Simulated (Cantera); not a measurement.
Mixture: CO : H2 : CH4 : O2 : N2 : H2O = 1 : 1.4 : 1.5 : 6.77 : 32.5 : 3.9 (molar parts), equivalence ratio 0.62, at 1800000 Pa, adiabatic and at constant pressure. Ignition delay is the time to a rise of 400 K.

Computed with Cantera and GRI-Mech 3.0 (53 species, 325 reactions). The pressure lies above the range GRI-Mech 3.0 was tuned for (to about 10 atm).

Predict: delay at 1050 K; delay at 1250 K; delay at 1450 K; delay at 1650 K; delay at 1850 K; apparent activation energy between 1750 and 1950 K.


| Quantity | Result |
|---|---|
| delay at 1050 K | 4.82 ms |
| delay at 1250 K | 0.203 ms |
| delay at 1450 K | 28.4 µs |
| delay at 1650 K | 7.79 µs |
| delay at 1850 K | 2.88 µs |
| apparent activation energy between 1750 and 1950 K | 130 kJ/mol |
